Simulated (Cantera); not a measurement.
## Fe2O3 + C + CO (carbothermic reduction)

Input: 1 mol Fe2O3, 0.98 mol C, 0.48 mol CO, at 1.33 mbar.

Cantera equilibrium calculation (NASA polynomials, part measured and part estimated; ideal gas, pure solids and liquids). Candidate condensed phases: C, Fe, Fe(CO)5, FeO, Fe2O3, Fe3O4; 15 gas species. Each liquid is taken as pure. Mutual solubility and eutectic melting of coexisting phases are not modelled. The tables' stoichiometric FeO is somewhat more stable than real wüstite, so its field is too wide. FeO: taken at fixed stoichiometry. Equilibrium is a limit: real reactors are often held back by kinetics, nucleation or transport.

```tsv
T (K)	x CO	x CO2	x Fe	x FeO	x O	x O2	n Fe(α)	n FeO(s)	n Fe(γ)	n Fe(δ)	n FeO(l)	n Fe(l)
1075	0.813	0.187	3.38e-10	<1e-12	<1e-12	<1e-12	0.253	1.75	0	0	0	0
1150	0.825	0.175	6.44e-9	<1e-12	<1e-12	<1e-12	0.235	1.76	0	0	0	0
1225	0.835	0.165	8.46e-8	2.30e-11	<1e-12	<1e-12	0	1.78	0.221	0	0	0
1300	0.843	0.157	8.19e-7	3.97e-10	3.77e-12	<1e-12	0	1.79	0.209	0	0	0
1375	0.850	0.150	6.16e-6	4.97e-9	5.31e-11	9.28e-12	0	1.80	0.198	0	0	0
1450	0.857	0.143	3.74e-5	4.75e-8	5.67e-10	1.06e-10	0	1.81	0.189	0	0	0
1525	0.862	0.137	0.000190	3.60e-7	4.79e-9	9.53e-10	0	1.82	0.180	0	0	0
1600	0.867	0.132	0.000822	2.25e-6	3.30e-8	6.92e-9	0	1.83	0.172	0	0	0
1675	0.873	0.124	0.00311	1.15e-5	1.87e-7	3.98e-8	0	0	0	0.158	1.84	0
1750	0.877	0.112	0.0105	4.84e-5	8.65e-7	1.78e-7	0	0	0	0.130	1.85	0
1825	0.868	0.101	0.0314	0.000180	3.56e-6	7.15e-7	0	0	0	0	1.87	0.0848
```
x: gas mole fraction; n: condensed amount in mol.

From 1075 K to 1150 K the condensed part is Fe(α) + FeO(s). From 1225 K to 1600 K the condensed part is Fe(γ) + FeO(s). From 1675 K to 1750 K the condensed part is Fe(δ) + FeO(l). At 1825 K the condensed part is Fe(l) + FeO(l).
